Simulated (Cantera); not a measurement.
# SiH4 + N2 (silicon nitride deposition)

Input: 1 mol SiH4, 16 mol N2, held at 1625 °C.

Cantera equilibrium calculation (NASA polynomials, part measured and part estimated; ideal gas, pure solids and liquids). Candidate condensed phases: Si, Si3N4; 18 gas species. The tables' values for SiN are old estimates; treat these amounts as uncertain. Rates play no part.

```json
[
 {"P (Pa)": "5", "log p N2": "-4.38", "log p H2": "-5.36", "log p Si": "-5.59", "log p H": "-5.79", "log p Si2": "-8.37", "n Si(l)": "0", "n Si3N4(s)": "0"},
 {"P (Pa)": "17", "log p N2": "-3.85", "log p H2": "-4.79", "log p Si": "-5.06", "log p H": "-5.50", "log p Si2": "-7.32", "n Si(l)": "0", "n Si3N4(s)": "0"},
 {"P (Pa)": "59", "log p N2": "-3.29", "log p H2": "-4.22", "log p Si": "-4.91", "log p H": "-5.21", "log p Si2": "-7.01", "n Si(l)": "0.592", "n Si3N4(s)": "0"},
 {"P (Pa)": "210", "log p N2": "-2.73", "log p H2": "-3.65", "log p Si": "-4.91", "log p H": "-4.93", "log p Si2": "-7.01", "n Si(l)": "0.884", "n Si3N4(s)": "0"},
 {"P (Pa)": "710", "log p N2": "-2.20", "log p H2": "-3.11", "log p Si": "-4.91", "log p H": "-4.66", "log p Si2": "-7.01", "n Si(l)": "0.964", "n Si3N4(s)": "0"},
 {"P (Pa)": "2400", "log p N2": "-1.67", "log p H2": "-2.58", "log p Si": "-4.91", "log p H": "-4.40", "log p Si2": "-7.01", "n Si(l)": "0.988", "n Si3N4(s)": "0"},
 {"P (Pa)": "8400", "log p N2": "-1.13", "log p H2": "-2.02", "log p Si": "-5.09", "log p H": "-4.11", "log p Si2": "-7.36", "n Si(l)": "0", "n Si3N4(s)": "0.333"},
 {"P (Pa)": "29000", "log p N2": "-0.59", "log p H2": "-1.48", "log p Si": "-5.45", "log p H": "-3.84", "log p Si2": "-8.08", "n Si(l)": "0", "n Si3N4(s)": "0.333"},
 {"P (Pa)": "100000", "log p N2": "-0.05", "log p H2": "-0.94", "log p Si": "-5.81", "log p H": "-3.58", "log p Si2": "-8.80", "n Si(l)": "0", "n Si3N4(s)": "0.333"}
]
```
log p: log10 of the partial pressure in bar; n: condensed amount in mol.

From 0.0375 Torr to 0.128 Torr nothing is condensed. From 0.443 Torr to 18.0 Torr the condensed part is Si(l). From 63.0 Torr to 750 Torr the condensed part is Si3N4(s). The main Si-bearing gas is Si throughout.
